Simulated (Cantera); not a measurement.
An isothermal plug-flow reactor at 925 K and 200000 Pa (inlet), inlet velocity 1 m/s, active area per volume 4900 1/m; feed 0.292 % CO, 12.5 % O₂, 82.4 % N₂, 4.80 % H₂O.

Detailed kinetics in Cantera: Deutschmann's 1995 Pt surface mechanism with GRI-Mech 3.0 gas chemistry. Catalytic surfaces can have several steady states; this one follows from the mechanism file's or the stated starting coverage. Mass transfer to the wall is taken as infinitely fast.

One state of this run: x CO = 0.000517; x O₂ = 0.124; x H₂O = 0.0480; x CO₂ = 0.00241; θ free Pt = 0.0931; θ O* = 0.901; θ OH* = 0.00536. x: gas mole fraction; θ: surface coverage.

**Question.** Which value of z (m) does it belong to?
A) 0.00011
B) 0.00029
C) 0.00049
D) 6.3e-05

**Answer.** A, 0.00011
